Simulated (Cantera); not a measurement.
A Cantera script and its output.

```python
import numpy as np
import cantera as ct

gas = ct.Solution("SiF4_NH3_mec.yaml", "gas")
gas.TPX = 1873, 190000, {'NH3': 1, 'N2': 0.48}
reactor = ct.IdealGasConstPressureReactor(gas, energy="off", clone=False)
net = ct.ReactorNet([reactor])
net.rtol, net.atol = 1e-08, 1e-18
show = ['NH3', 'N2', 'N2H4', 'H', 'N2H2']
times = np.geomspace(0.0001, 3, 9)

steps = ct.SolutionArray(gas, extra=["t"])
rows = []
print(f"{'t/s':>10s}{'T/K':>9s}{'P/Pa':>11s}" + "".join(f"{s:>11s}" for s in show))
for t in times:
    while net.time < t:
        t_next = net.step()
        steps.append(gas.state, t=t_next)
    rows.append([np.interp(t, steps.t, y) for y in (steps.T, steps.P, *steps(*show).X.T)])
    print(f"{t:10.3e}{rows[-1][0]:9.1f}{rows[-1][1]:11.4g}" + "".join(f"{x:11.3e}" for x in rows[-1][2:]))
rate = np.gradient(steps.T, steps.t)
print("integrator steps:", len(steps.t))
if steps.T.max() > steps.T[0] + 200:
    print(f"time of steepest temperature rise: {steps.t[rate.argmax()]:.4e} s")
gas.TPX = 1873, 190000, {'NH3': 1, 'N2': 0.48}
gas.equilibrate("TP")
print(f"equilibrium (TP): T = {gas.T:.1f} K  " + "  ".join(f"{s} {gas[s].X[0]:.3e}" for s in show))
```

Output:

```
       t/s      T/K       P/Pa        NH3         N2       N2H4          H       N2H2
 1.000e-04   1873.0    1.9e+05  6.748e-01  3.243e-01  5.800e-07  3.726e-07  1.605e-06
 3.628e-04   1873.0    1.9e+05  6.720e-01  3.245e-01  8.784e-07  1.204e-06  2.538e-06
 1.316e-03   1873.0    1.9e+05  6.621e-01  3.256e-01  8.183e-07  3.870e-06  2.466e-06
 4.774e-03   1873.0    1.9e+05  6.281e-01  3.291e-01  6.858e-07  1.264e-05  2.235e-06
 1.732e-02   1873.0    1.9e+05  5.254e-01  3.399e-01  4.805e-07  3.951e-05  1.650e-06
 6.283e-02   1873.0    1.9e+05  3.090e-01  3.627e-01  2.137e-07  1.090e-04  7.272e-07
 2.280e-01   1873.0    1.9e+05  9.118e-02  3.855e-01  3.284e-08  2.307e-04  1.185e-07
 8.270e-01   1873.0    1.9e+05  1.511e-02  3.935e-01  1.474e-09  3.333e-04  5.958e-09
 3.000e+00   1873.0    1.9e+05  2.918e-03  3.948e-01  6.250e-11  3.620e-04  2.622e-10
integrator steps: 1405
equilibrium (TP): T = 1873.0 K  NH3 1.407e-05  N2 3.951e-01  N2H4 1.481e-15  H 3.665e-04  N2H2 5.767e-13
```

Model: the gas-phase N/H chemistry of the illustrative SiF4/NH3 mechanism in the Surface Chemkin manual (1991), integrated in Cantera. Walls and surfaces, which speed up NH3 decomposition in real reactors, are not modelled.
